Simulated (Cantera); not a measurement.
Input: 1 mol (CH₃)₂SiCl₂, 3 mol HCl, 22 mol H₂, at 2298 K and 43.0 mbar.

Method: chemical equilibrium by Gibbs-energy minimisation in Cantera with the NASA 1993 tables (ideal gas, pure condensed phases). The feed counts by its element totals alone. The tables' values for SiCl, SiCl₃ are old estimates; treat these amounts as uncertain. Gases not in the tables: Si₂H₆ and higher silanes. The numbers say what is thermodynamically allowed, not how fast it happens.

| species | before | after |
|---|---|---|
| H₂ | 0.791 | 0.849 |
| HCl | 0.147 | 0.0943 |
| H | 0.0411 | 0.0426 |
| SiCl₂ | 0.00689 | 0.00263 |
| Si | 0.00304 | 0.00304 |
| SiCl₃ | 2.20e-5 | 5.17e-6 |
| Cl | 0.00551 | 0.00340 |
| SiCl | 0.000888 | 0.000548 |
| C₂H₂ (acetylene) | 0.00338 | 0.00363 |
| SiH₂ | 5.22e-5 | 5.61e-5 |
| SiH | 0.000207 | 0.000214 |
| C(graphite), mol | 1.12 | 0.952 |
| SiC(s), mol | 0.641 | 0.642 |
Gas species are given as mole fractions.

**Question.** What was changed between the two runs?
(A) temperature from 2298 K to 1900 K
(B) temperature from 2298 K to 2475 K
(C) pressure from 43.0 mbar to 0.190 bar
(D) H₂ from 22 to 40 mol

**Answer.** D, H₂ from 22 to 40 mol. The tables' values for SiCl are old estimates; treat these amounts as uncertain
